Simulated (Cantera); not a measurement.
An adiabatic, constant-pressure homogeneous reactor starts with CH4 : H2 : O2 : N2 = 1 : 0.46 : 1.31 : 12.2 (molar parts), equivalence ratio 1.7, at 1723 K and 100000 Pa. Integrator tolerance rtol = 1e-08.

Model: GRI-Mech 3.0 (53 species, 325 reactions), integrated in Cantera.

What does this change do: initial temperature 1723 to 1375 K?


| quantity | before | after |
|---|---|---|
| time of steepest temperature rise | 0.187 ms | 2.12 ms |
| temperature at 1.00 s | 2425 K | 2121 K |
| equilibrium temperature | 2425 K | 2121 K |
| x(CH4) at 1.00 s | <1e-12 (gas-phase equilibrium <1e-12) | 3.36e-12 (gas-phase equilibrium 3.84e-12) |
| x(H2) at 1.00 s | 0.0642 (gas-phase equilibrium 0.0642) | 0.0668 (gas-phase equilibrium 0.0668) |
| x(O2) at 1.00 s | 3.29e-5 (gas-phase equilibrium 3.29e-5) | 8.57e-7 (gas-phase equilibrium 8.57e-7) |
| x(NO) at 1.00 s | 0.000250 (gas-phase equilibrium 0.000250) | 2.18e-5 (gas-phase equilibrium 2.11e-5) |
| x(C2H6) at 1.00 s | <1e-12 (gas-phase equilibrium <1e-12) | <1e-12 (gas-phase equilibrium <1e-12) |
| x(H2O2) at 1.00 s | 3.07e-9 (gas-phase equilibrium 3.07e-9) | 2.25e-10 (gas-phase equilibrium 2.25e-10) |
| x(H2O) at 1.00 s | 0.0895 (gas-phase equilibrium 0.0895) | 0.0897 (gas-phase equilibrium 0.0897) |

What does this change do: 0.78 parts CO2 added?


```csv
quantity,before,after
time of steepest temperature rise,0.187 ms,0.202 ms
temperature at 1.00 s,2425 K,2367 K
equilibrium temperature,2425 K,2367 K
x(CH4) at 1.00 s,<1e-12 (gas-phase equilibrium <1e-12),<1e-12 (gas-phase equilibrium <1e-12)
x(H2) at 1.00 s,0.0642 (gas-phase equilibrium 0.0642),0.0387 (gas-phase equilibrium 0.0387)
x(O2) at 1.00 s,3.29e-5 (gas-phase equilibrium 3.29e-5),7.20e-5 (gas-phase equilibrium 7.20e-5)
x(NO) at 1.00 s,0.000250 (gas-phase equilibrium 0.000250),0.000323 (gas-phase equilibrium 0.000323)
x(C2H6) at 1.00 s,<1e-12 (gas-phase equilibrium <1e-12),<1e-12 (gas-phase equilibrium <1e-12)
x(H2O2) at 1.00 s,3.07e-9 (gas-phase equilibrium 3.07e-9),4.80e-9 (gas-phase equilibrium 4.80e-9)
x(H2O) at 1.00 s,0.0895 (gas-phase equilibrium 0.0895),0.109 (gas-phase equilibrium 0.109)
```
